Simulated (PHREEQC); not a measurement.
A solution holds 4.8 mmol/kgw NaH2PO4, at 20 °C. It is in equilibrium with CO2 at log p = -3.4 (atm). Otherwise closed; pH follows from the charge balance.

All values are PHREEQC results (ion-association model, phreeqc.dat), not measurements.

### Question
The ionic strength comes out as 0.00484 mol/kgw. What activity coefficients do HPO4-2, H+, H2PO4-, Na+ get?

### Answer
HPO4-2 0.75, H+ 0.94, H2PO4- 0.93, Na+ 0.93.

Precipitation was switched off in this run.
